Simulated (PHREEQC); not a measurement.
Model water analysis in mg/L, 25 °C, pH 6.89, pe 11.8:

| constituent | mg/L |
|---|---|
| Na | 2.45 |
| K | 0.0537 |
| Ca | 0.759 |
| Mg | 2.17 |
| Cl | 2.45 |
| S(6) as SO4 | 1.81 |
| Alkalinity as HCO3 | 13.5 |
| Br | 0.00777 |
| O(0) (dissolved oxygen) | 0.00256 |
| Cu(2) | 0.0529 |

Valence states are taken as typed.

All values are PHREEQC results (ion-association model, wateq4f.dat), not measurements.

| quantity | before | after |
|---|---|---|
| Cu(OH)2 (mol/kgw) | 3.52e-7 | 7.70e-7 |
| MgSO4 (mol/kgw) | 3.17e-7 | 2.40e-6 |
| Cu+2 (mol/kgw) | 3.08e-7 | 7.18e-7 |
| MgHCO3+ (mol/kgw) | 2.07e-7 | 1.73e-6 |
| SI of Tenorite (CuO) | -0.39 | -0.05 |
| SI of Malachite (Cu2(OH)2CO3) | -1.25 | -0.11 |

What was changed between the two runs?
(A) temperature from 25 to 35 °C at the same typed pH
(B) K from 0.0537 to 0.107 mg/L
(C) pH from 6.89 to 6.59 at the same alkalinity
(D) all concentrations times 3 at the same typed pH

D, all concentrations times 3 at the same typed pH

This is a speciation only: nothing precipitates in the calculation. The database's constant for dissolved Cu(OH)2 is higher than later reviews accept.
